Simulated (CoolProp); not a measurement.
Vapour-liquid equilibrium of CH2F2 (R32) (1) + 1-butene (2) at 304.2 K; x and y are mole fractions of (1).

Computed with CoolProp (multi-fluid Helmholtz-energy mixture model, Tillner-Roth 1997 and Lemmon 2005; pair parameters Bell 2016).

```json
[
 {"x": "0.05", "bubble pressure, mixture model (MPa)": "0.7280", "bubble pressure, Raoult's law (MPa)": "0.4369", "y, mixture model": "0.491", "y, Raoult's law": "0.227"},
 {"x": "0.15", "bubble pressure, mixture model (MPa)": "1.266", "bubble pressure, Raoult's law (MPa)": "0.5994", "y, mixture model": "0.698", "y, Raoult's law": "0.496"},
 {"x": "0.25", "bubble pressure, mixture model (MPa)": "1.579", "bubble pressure, Raoult's law (MPa)": "0.7619", "y, mixture model": "0.757", "y, Raoult's law": "0.650"},
 {"x": "0.35", "bubble pressure, mixture model (MPa)": "(withheld)", "bubble pressure, Raoult's law (MPa)": "0.9244", "y, mixture model": "0.782", "y, Raoult's law": "0.750"},
 {"x": "0.45", "bubble pressure, mixture model (MPa)": "(withheld)", "bubble pressure, Raoult's law (MPa)": "1.087", "y, mixture model": "0.796", "y, Raoult's law": "0.820"},
 {"x": "0.55", "bubble pressure, mixture model (MPa)": "1.888", "bubble pressure, Raoult's law (MPa)": "1.249", "y, mixture model": "0.807", "y, Raoult's law": "0.872"},
 {"x": "0.65", "bubble pressure, mixture model (MPa)": "1.936", "bubble pressure, Raoult's law (MPa)": "1.412", "y, mixture model": "(withheld)", "y, Raoult's law": "0.912"},
 {"x": "0.75", "bubble pressure, mixture model (MPa)": "1.984", "bubble pressure, Raoult's law (MPa)": "1.574", "y, mixture model": "(withheld)", "y, Raoult's law": "0.944"},
 {"x": "0.85", "bubble pressure, mixture model (MPa)": "(withheld)", "bubble pressure, Raoult's law (MPa)": "1.737", "y, mixture model": "0.873", "y, Raoult's law": "0.969"},
 {"x": "0.95", "bubble pressure, mixture model (MPa)": "(withheld)", "bubble pressure, Raoult's law (MPa)": "1.899", "y, mixture model": "0.941", "y, Raoult's law": "0.991"}
]
```

Task: Some entries are withheld; supply them.

Result: 
- 0.35, bubble pressure, mixture model (MPa): 1.745
- 0.45, bubble pressure, mixture model (MPa): 1.832
- 0.65, y, mixture model: 0.819
- 0.75, y, mixture model: 0.838
- 0.85, bubble pressure, mixture model (MPa): 2.024
- 0.95, bubble pressure, mixture model (MPa): 2.023

The largest gap from Raoult's law is +111.2 % in bubble pressure, at x = 0.15. y crosses x between x = 0.85 and 0.95: the model has an azeotrope there.

Pair parameters are fitted to limited data, so mixtures are less certain than the pure fluids. With so large a gap from Raoult's law the liquid may split in two, which this calculation doesn't test in full.
